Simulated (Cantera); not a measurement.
Cantera with NASA thermochemical tables; ideal gases at 1 bar, condensed phases pure. Values are per mole of reaction as written; species without (g) are pure solids or liquids, kept so even where they would boil at 1 bar.

**Question.** Between 300 and 1700 K, where is each reaction favourable under standard conditions?
- 9 H2O(g) + 6 CO(g) = 6 CH3(g) + 5 O3(g)

**Answer.** 
- 9 H2O(g) + 6 CO(g) = 6 CH3(g) + 5 O3(g): ΔG° is 4588 kJ at 300 K and 5299 kJ at 1700 K; it stays positive (K < 1). ΔH° is 4493 kJ and ΔS° -474 J/K at 1700 K.
